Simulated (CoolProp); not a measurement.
Vapour-liquid equilibrium of methane (1) + ethylene (2) at 4.02 bar; x and y are mole fractions of (1).

Computed with CoolProp (multi-fluid Helmholtz-energy mixture model, Setzmann 1991 and Smukala 2000; pair parameters Bell 2016).

**Question.** Give the bubble temperature and the first vapour's composition at x = 0.05, 0.35, 0.5. Is there an azeotrope?

**Answer.** x = 0.05: -89.2 °C, y = 0.451; x = 0.35: -125.9 °C, y = 0.956; x = 0.5: -131.7 °C, y = 0.977. No azeotrope shows between x = 0.05 and 0.95.

Pair parameters are fitted to limited data, so mixtures are less certain than the pure fluids.
